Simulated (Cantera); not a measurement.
Input: 1 mol BCl₃, 13 mol H₂O, 150 mol H₂, equilibrated at 0.113 Torr.

Cantera equilibrium calculation (NASA polynomials, part measured and part estimated; ideal gas, pure solids and liquids). Candidate condensed phases: B, B₂O₃, B₃O₃H₃, H₂O; 33 gas species. Equilibrium is a limit: real reactors are often held back by kinetics, nucleation or transport.

x: gas mole fraction; n: condensed amount in mol.

```
T (K)   x H₂       x H   x H₂O   x HCl   x HBO₂  n B₂O₃(l)
-----  -----  --------  ------  ------  -------  ---------
873    0.912   3.65e-9  0.0699  0.0182  2.63e-5      0.495
1023   0.911         ?  0.0694  0.0182        ?          ?
1173   0.909   9.18e-6  0.0667  0.0182  0.00604          0
1323   0.909  0.000123  0.0667  0.0182  0.00602          0
1473   0.908  0.000984  0.0667  0.0182  0.00598          0
1623   0.904   0.00537  0.0666  0.0180  0.00589          0
1773   0.888         ?  0.0661  0.0176  0.00566          0
1923   0.841    0.0705  0.0644  0.0165  0.00507          0
```

Some entries are withheld; supply them.


- 1023, x H: 3.23e-7
- 1023, x HBO₂: 0.000903
- 1023, n B₂O₃(l): 0.424
- 1773, x H: 0.0219
